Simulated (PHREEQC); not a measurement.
## Polishing slurry liquid: speciation

Consider water at 25 °C with 0.0064 mol H2SO4, 3.7e-05 mol Fe(NO3)3 and 0.0021 mol CuSO4 per kg of water. Closed to the air; pH follows from the charge balance.

Model: ion-association model, phreeqc.dat, run in PHREEQC.

This is a speciation only: nothing precipitates in the calculation.

What pH, specific conductance, ionic strength does the model give?

pH 2.05; specific conductance 4100 µS/cm; ionic strength 0.0196 mol/kgw.

In which forms is Fe present?

FeSO4+ 82 %, Fe+3 6.4 %, Fe(SO4)2- 5.3 %, FeHSO4+2 3.0 %, FeOH+2 2.8 % of the Fe.

Examples of supersaturated solids here: Hematite (slow to form), Goethite (slow to form). Others may be too. Species that the database lacks are ignored.
